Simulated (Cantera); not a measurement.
A closed system holds: 1 mol CCl4, 1.1 mol Si, 3.4 mol H2, equilibrated at 3198.15 K and 93.0 mbar.

Method: chemical equilibrium by Gibbs-energy minimisation in Cantera with the NASA 1993 tables (ideal gas, pure condensed phases). The tables' values for SiCl, CCl are old estimates; treat these amounts as uncertain. Gases not in the tables: Si2H6 and higher silanes. The numbers say what is thermodynamically allowed, not how fast it happens.

```csv
species,before,after
H,0.323,0.482
Cl,0.266,0.315
Si,0.0712,0.0794
HCl,0.152,0.0385
H2,0.124,0.0397
SiC2,0.0338,0.0161
C3,0.00598,0.0117
SiCl2,0.00410,0.000132
SiH2,2.12e-5,1.09e-6
C4H2,9.11e-5,5.37e-6
C2HCl,0.000176,1.91e-5
Si2C,0.000695,8.12e-5
C2H2 (acetylene),0.00520,0.000714
```
Gas species are given as mole fractions.

Problem. Name the change that produced these shifts.
(A) Si from 1.1 to 1.8 mol
(B) pressure from 93.0 mbar to 13.3 mbar
(C) temperature from 3198.15 K to 1450 K
(D) H2 from 3.4 to 15 mol

Solution. B, pressure from 93.0 mbar to 13.3 mbar
